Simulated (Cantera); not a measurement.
Cantera run:

```python
import numpy as np
import cantera as ct

gas_names = """
    C CH CH2 CH3 CH4 C2 C2H C2H2,acetylene C2H2,vinylidene C2H3,vinyl C2H4 C2H5 C2H6 C3 C3H3,propargyl
    C3H4,allene C3H4,propyne C3H4,cyclo- C3H5,allyl C3H6,propylene C3H6,cyclo- C3H7,n-propyl
    C3H7,i-propyl C3H8 C4 C4H2 C4H4,1,3-cyclo- C4H6,butadiene C4H6,2-butyne C4H6,cyclo- C4H8,1-butene
    C4H8,cis2-buten C4H8,tr2-butene C4H8,isobutene C4H8,cyclo- C4H9,n-butyl C4H9,i-butyl C4H9,s-butyl
    C4H9,t-butyl C4H10,isobutane C4H10,n-butane C5 C5H6,1,3cyclo- C5H8,cyclo- C5H10,1-pentene
    C5H10,cyclo- C5H11,pentyl C5H11,t-pentyl C5H12,n-pentane C5H12,i-pentane CH3C(CH3)2CH3 C6H2
    C6H5,phenyl C6H6 C6H10,cyclo- C6H12,1-hexene C6H12,cyclo- C6H13,n-hexyl C7H7,benzyl C7H8
    C7H14,1-heptene C7H15,n-heptyl C7H16,n-heptane C8H8,styrene C8H10,ethylbenz C8H16,1-octene
    C8H17,n-octyl C8H18,isooctane C8H18,n-octane C9H19,n-nonyl C10H8,naphthale C10H21,n-decyl
    C12H9,o-bipheny C12H10,bipheny H H2
""".split()
cond_names = """
    C(gr) C6H6(L) C7H8(L) C8H18(L),n-octa
""".split()


def load(file, names, dense=False):
    # The tables refer to 1 bar. Condensed volumes are neglected.
    table = {s.name: s for s in ct.Species.list_from_file(file)}
    out = []
    for n in names:
        d = dict(table[n].input_data)
        d["thermo"] = dict(d["thermo"], **{"reference-pressure": 1e5})
        if dense:
            d["equation-of-state"] = {"model": "constant-volume", "density": "1e6 g/cm^3"}
        out.append(ct.Species.from_dict(d))
    return out


gas = ct.Solution(thermo="ideal-gas", species=load("nasa_gas.yaml", gas_names))
cond = {s.name: ct.Solution(thermo="fixed-stoichiometry", species=[s], name=s.name)
        for s in load("nasa_condensed.yaml", cond_names, dense=True)}
atoms = {
    'toluene': {'C': 7, 'H': 8},
    'H2': {'H': 2},
}
top_T = {'C(gr)': 4500}  # K; cautious upper limits of use, not melting points


def equilibrate(T, P, feed):
    n = {}
    for name, mol in feed.items():
        for a, k in atoms[name].items():
            n[a] = n.get(a, 0.0) + k * mol
    gas.TPX = T, P, n
    mass = sum(n.values()) * gas.mean_molecular_weight
    gas.equilibrate("TP")
    valid = [c for c in cond.values() if c.min_temp <= T <= top_T.get(c.name, c.max_temp)]
    mix = ct.Mixture([(gas, mass / gas.mean_molecular_weight)] + [(c, 0.0) for c in valid])
    mix.T, mix.P = T, P
    mix.equilibrate("TP", solver="vcs", rtol=1e-11, max_steps=5000)
    return mix


results = []
feed = {'toluene': 1, 'H2': 45}  # mol
P = 101325  # Pa
for T in [825, 875, 925, 975, 1025, 1075, 1125, 1175]:
    mix = equilibrate(T, P, feed)
    results.append((T, P, feed, dict(zip(mix.species_names, mix.species_moles))))
    x = sorted(zip(gas.X, gas.species_names), reverse=True)
    print(f"T = {T:g} K  P = {P:g} Pa  gas = {mix.phase_moles(0):.4g} mol")
    print("   x: " + "  ".join(f"{s} {v:.3e}" for v, s in x if v > 1e-06))
    print("   condensed (mol): " + ("  ".join(f"{mix.phase(i).name} {mix.phase_moles(i):.4g}"
          for i in range(1, mix.n_phases) if mix.phase_moles(i) > 1e-12) or "none"))
```

It prints:

```
T = 825 K  P = 101325 Pa  gas = 42 mol
   x: H2 8.333e-01  CH4 1.667e-01
   condensed (mol): none
T = 875 K  P = 101325 Pa  gas = 42 mol
   x: H2 8.333e-01  CH4 1.667e-01  C2H6 1.686e-06
   condensed (mol): none
T = 925 K  P = 101325 Pa  gas = 42.18 mol
   x: H2 8.384e-01  CH4 1.616e-01  C2H6 2.699e-06
   condensed (mol): C(gr) 0.1829
T = 975 K  P = 101325 Pa  gas = 44.44 mol
   x: H2 8.975e-01  CH4 1.025e-01  C2H6 1.650e-06
   condensed (mol): C(gr) 2.443
T = 1025 K  P = 101325 Pa  gas = 46.01 mol
   x: H2 9.349e-01  CH4 6.509e-02
   condensed (mol): C(gr) 4.005
T = 1075 K  P = 101325 Pa  gas = 47.03 mol
   x: H2 9.581e-01  CH4 4.194e-02
   condensed (mol): C(gr) 5.027
T = 1125 K  P = 101325 Pa  gas = 47.68 mol
   x: H2 9.724e-01  CH4 2.764e-02
   condensed (mol): C(gr) 5.682
T = 1175 K  P = 101325 Pa  gas = 48.1 mol
   x: H2 9.813e-01  CH4 1.869e-02  C2H4 1.129e-06
   condensed (mol): C(gr) 6.101
```

Cantera equilibrium calculation (NASA polynomials, part measured and part estimated; ideal gas, pure solids and liquids).
